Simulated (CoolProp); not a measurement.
A single-stage vapour-compression cycle with sulfur dioxide: evaporating at 295.15 K (dew point), condensing at 356.15 K (bubble point), superheat 5 K, subcooling 5 K, compressor efficiency 0.6, no pressure losses. Each further row changes one setting.

Model: reference Helmholtz-energy equation of state, Gao 2016, in CoolProp.

```json
[
 {"case": "as stated", "cooling COP": "2.31", "pressure ratio": "5.44", "discharge temperature (K)": "486.9", "refrigerating effect (kJ/kg)": "282", "volumetric capacity (kJ/m³)": "2730"},
 {"case": "evaporating temperature 300.15 K", "cooling COP": "2.61", "pressure ratio": "4.60", "discharge temperature (K)": "472.8", "refrigerating effect (kJ/kg)": "284", "volumetric capacity (kJ/m³)": "3220"},
 {"case": "condensing temperature 351.15 K", "cooling COP": "2.58", "pressure ratio": "4.85", "discharge temperature (K)": "472.8", "refrigerating effect (kJ/kg)": "289", "volumetric capacity (kJ/m³)": "2800"},
 {"case": "subcooling 10 K", "cooling COP": "2.38", "pressure ratio": "5.44", "discharge temperature (K)": "486.9", "refrigerating effect (kJ/kg)": "289", "volumetric capacity (kJ/m³)": "2800"},
 {"case": "superheat 15 K", "cooling COP": "2.28", "pressure ratio": "5.44", "discharge temperature (K)": "502.5", "refrigerating effect (kJ/kg)": "289", "volumetric capacity (kJ/m³)": "2680"},
 {"case": "compressor efficiency 0.5", "cooling COP": "1.93", "pressure ratio": "5.44", "discharge temperature (K)": "518.0", "refrigerating effect (kJ/kg)": "282", "volumetric capacity (kJ/m³)": "2730"}
]
```
